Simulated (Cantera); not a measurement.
Thermodynamics of carbothermic reduction, feed CuO + CO + N2

Input: 1 mol CuO, 6.3 mol CO, 0.27 mol N2, at 13.0 Pa.

Method: chemical equilibrium by Gibbs-energy minimisation in Cantera with the NASA 1993 tables (ideal gas, pure condensed phases). Candidate condensed phases: C, Cu, CuO, Cu2O; 27 gas species. Rates play no part.

| T (K) | x CO | x Cu | x CO2 | x O | x N2 | x O2 | x NO |
|---|---|---|---|---|---|---|---|
| 1823 | 0.700 | 0.132 | 0.132 | 5.69e-5 | 0.0357 | 1.85e-5 | 8.97e-6 |
| 1873 | 0.700 | 0.132 | 0.132 | 0.000146 | 0.0357 | 4.93e-5 | 1.72e-5 |
| 1923 | 0.700 | 0.132 | 0.131 | 0.000354 | 0.0356 | 0.000124 | 3.18e-5 |
| 1973 | 0.701 | 0.132 | 0.130 | 0.000817 | 0.0356 | 0.000295 | 5.66e-5 |
| 2023 | 0.702 | 0.132 | 0.129 | 0.00180 | 0.0355 | 0.000660 | 9.71e-5 |
| 2073 | 0.703 | 0.131 | 0.125 | 0.00373 | 0.0354 | 0.00137 | 0.000159 |
| 2123 | 0.706 | 0.131 | 0.118 | 0.00729 | 0.0352 | 0.00260 | 0.000248 |
| 2173 | 0.710 | 0.130 | 0.107 | 0.0132 | 0.0349 | 0.00439 | 0.000361 |
| 2223 | 0.715 | 0.128 | 0.0929 | 0.0220 | 0.0344 | 0.00644 | 0.000487 |
| 2273 | 0.721 | 0.127 | 0.0759 | 0.0336 | 0.0339 | 0.00818 | 0.000607 |
| 2323 | 0.726 | 0.125 | 0.0586 | 0.0472 | 0.0333 | 0.00902 | 0.000701 |
| 2373 | 0.730 | 0.123 | 0.0430 | 0.0615 | 0.0328 | 0.00875 | 0.000757 |
| 2423 | 0.733 | 0.121 | 0.0301 | 0.0750 | 0.0323 | 0.00761 | 0.000771 |
| 2473 | 0.734 | 0.120 | 0.0204 | 0.0865 | 0.0320 | 0.00606 | 0.000750 |
x: gas mole fraction; nothing condenses.

From 1823 K to 2473 K nothing is condensed. The main Cu-bearing gas is Cu throughout.
